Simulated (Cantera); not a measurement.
A perfectly stirred reactor is fed with C₃H₈ : O₂ : N₂ = 1 : 5.49 : 54.4 (molar parts), equivalence ratio 0.91, at 10.9 atm; it is adiabatic with a 648 K inlet, and is followed from long to short residence time, starting on the burning branch (τ in s: 0.35, 0.1, 0.03, 0.0089, 0.0026, 0.00077, 0.00023, 6.7e-05, 2e-05, 5.8e-06).

Computed with Cantera and GRI-Mech 3.0 (53 species, 325 reactions). GRI-Mech 3.0 was tuned for natural gas; its chemistry of propane as a main component is partial and can be far from experiment.

Question: What does this change do: inlet temperature 648 to 350 K?

Answer: 
| quantity | before | after |
|---|---|---|
| blow-out, bracketed by the residence times tried | burning at 2.60 ms, out at 0.770 ms | burning at 30.0 ms, out at 8.90 ms |
| x(C₃H₈) at τ = 0.350 s | 3.64e-7 | 5.16e-6 |
| x(O₂) at τ = 0.350 s | 0.00797 | 0.00835 |
| x(C₂H₆) at τ = 0.350 s | 4.99e-10 | 9.10e-8 |
| x(C₂H₂) at τ = 0.350 s | 3.51e-6 | 1.08e-5 |
| x(OH) at τ = 0.350 s | 8.49e-5 | 8.44e-6 |
| x(C₃H₈) at τ = 0.770 ms | 0.0164 | 0.0164 |
| x(O₂) at τ = 0.770 ms | 0.0902 | 0.0902 |
| x(C₂H₆) at τ = 0.770 ms | <1e-12 | <1e-12 |
| x(C₂H₂) at τ = 0.770 ms | <1e-12 | <1e-12 |
| x(OH) at τ = 0.770 ms | <1e-12 | <1e-12 |

Question: What does this change do: O2 5.49 to 3.4 parts?

Answer: 
```json
[
 {"quantity": "blow-out, bracketed by the residence times tried", "before": "burning at 2.60 ms, out at 0.770 ms", "after": "burning at 30.0 ms, out at 8.90 ms"},
 {"quantity": "x(C₃H₈) at τ = 0.350 s", "before": "3.64e-7", "after": "8.22e-5"},
 {"quantity": "x(O₂) at τ = 0.350 s", "before": "0.00797", "after": "0.00148"},
 {"quantity": "x(C₂H₆) at τ = 0.350 s", "before": "4.99e-10", "after": "6.70e-5"},
 {"quantity": "x(C₂H₂) at τ = 0.350 s", "before": "3.51e-6", "after": "0.000315"},
 {"quantity": "x(OH) at τ = 0.350 s", "before": "8.49e-5", "after": "5.65e-8"},
 {"quantity": "x(C₃H₈) at τ = 0.770 ms", "before": "0.0164", "after": "0.0170"},
 {"quantity": "x(O₂) at τ = 0.770 ms", "before": "0.0902", "after": "0.0578"},
 {"quantity": "x(C₂H₆) at τ = 0.770 ms", "before": "<1e-12", "after": "<1e-12"},
 {"quantity": "x(C₂H₂) at τ = 0.770 ms", "before": "<1e-12", "after": "<1e-12"},
 {"quantity": "x(OH) at τ = 0.770 ms", "before": "<1e-12", "after": "<1e-12"}
]
```
